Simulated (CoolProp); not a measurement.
Saturation properties of carbon dioxide (Tc = 304.1 K, pc = 7377 kPa, ω = 0.224).

Values from CoolProp's reference Helmholtz-energy equation of state, Span 1996.

| T (K) | p (kPa) | enthalpy of vaporisation (kJ/kg) | liquid cp (kJ/(kg K)) | surface tension (mN/m) | vapour viscosity (µPa s) | liquid conductivity (mW/(m K)) |
|---|---|---|---|---|---|---|
| 235.9 | 1110 | 317.4 | 2.026 | 12.1 | 11.9 | 153 |
| 238.4 | 1213 | 312.7 | 2.041 | 11.5 | 12.0 | 150 |
| 240.9 | 1323 | 307.9 | 2.057 | 11.0 | 12.2 | 147 |
| 243.5 | 1445 | 302.8 | 2.076 | 10.4 | 12.3 | 144 |
| 246 | 1569 | 297.7 | 2.096 | 9.87 | 12.5 | 141 |
| 248.5 | 1702 | 292.5 | 2.118 | 9.34 | 12.6 | 138 |
| 251 | 1842 | 287.2 | 2.142 | 8.82 | 12.8 | 135 |
| 253.5 | 1991 | 281.7 | 2.169 | 8.30 | 13.0 | 132 |
| 256 | 2148 | 276.0 | 2.200 | 7.79 | 13.1 | 129 |
| 258.5 | 2315 | 270.1 | 2.233 | 7.29 | 13.3 | 126 |
| 261 | 2490 | 264.0 | 2.271 | 6.79 | 13.5 | 124 |

Viscosity comes from a separate model (Laesecke 2017). Thermal conductivity comes from a separate model (Huber 2016). Surface tension comes from a separate correlation (Mulero 2012).
